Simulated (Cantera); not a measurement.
Input (Python, Cantera) and output of one run.

```python
import numpy as np
import cantera as ct

gas_names = """
    H HNO HNO2 HNO3 HO2 H2 H2O H2O2 N NH NH2 NH3 NH2OH NO NO2 NO3 N2 N2H2 N2H4 N2O O OH O2 O3 Si SiH
    SiH2 SiH3 SiH4 SiN SiO SiO2 Si2 Si2N Si3
""".split()
cond_names = """
    H2O(s) H2O(L) Si(cr) Si(L) SiO2(Lqz) SiO2(hqz) SiO2(L) Si2N2O(s) Si3N4(a)
""".split()


# ... load() reads the species with a 1 bar reference pressure and builds the phases ...
atoms = {
    'Si3N4': {'Si': 3, 'N': 4},
    'H2O': {'H': 2, 'O': 1},
}
top_T = {'Si2N2O(s)': 2100, 'Si3N4(a)': 2400}  # K; cautious upper limits of use, not melting points


# ... equilibrate(T, P, feed) seeds the gas with the atoms and calls Mixture.equilibrate('TP', solver="vcs", rtol=1e-11, max_steps=5000) ...
results = []
feed = {'Si3N4': 1, 'H2O': 0.54}  # mol
T = 1500  # K
P = 2  # Pa
mix = equilibrate(T, P, feed)
results.append((T, P, feed, dict(zip(mix.species_names, mix.species_moles))))
x = sorted(zip(gas.X, gas.species_names), reverse=True)
print(f"T = {T:g} K  P = {P:g} Pa  gas = {mix.phase_moles(0):.4g} mol")
print("   x: " + "  ".join(f"{s} {v:.3e}" for v, s in x if v > 1e-05))
print("   condensed (mol): " + ("  ".join(f"{mix.phase(i).name} {mix.phase_moles(i):.4g}"
      for i in range(1, mix.n_phases) if mix.phase_moles(i) > 1e-12) or "none"))
```

Output:

```
T = 1500 K  P = 2 Pa  gas = 2.913 mol
   x: N2 6.572e-01  H2 1.845e-01  SiO 1.561e-01  H 1.691e-03  Si 5.262e-04
   condensed (mol): Si(cr) 2.373  Si2N2O(s) 0.08527
```

Equilibrium computed with Cantera from the NASA thermochemical tables; the gas is ideal and each condensed phase is pure. Mutual solubility and eutectic melting of coexisting phases are not modelled.
